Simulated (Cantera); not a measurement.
A closed system holds: 1 mol Fe(CO)5, 2.3 mol H2, 0.17 mol N2, equilibrated at 1050 K and 690000 Pa.

Method: chemical equilibrium by Gibbs-energy minimisation in Cantera with the NASA 1993 tables (ideal gas, pure condensed phases). Candidate condensed phases: C, C6H6, C7H8, C8H18, Fe, Fe(CO)5, FeO, Fe(OH)2, Fe(OH)3, Fe2O3, Fe3O4, H2O; 140 gas species. The tables' stoichiometric FeO is somewhat more stable than real wüstite, so its field is too wide. FeO: taken at fixed stoichiometry. Rates play no part.

Base state: CO 0.346, H2 0.286, CO2 0.177, H2O 0.124, N2 0.0350, CH4 0.0322, NH3 8.35e-5 (mole fractions); condensed: C(graphite) + FeO(s).

### Question
What changes in the equilibrium state with this change: pressure from 690000 Pa to 101000 Pa?

### Answer
```csv
species,before,after
CO,0.346,0.569
H2,0.286,0.299
CO2,0.177,0.0702
H2O,0.124,0.0313
CH4,0.0322,0.00519
N2,0.0350,0.0252
NH3,8.35e-5,1.12e-5
"C(graphite), mol",2.30,0.650
"FeO(s), mol",1.00,0
"Fe(α), mol",0,1.00
```
Condensed phases not in the tables: cementite and carbon dissolved in iron.
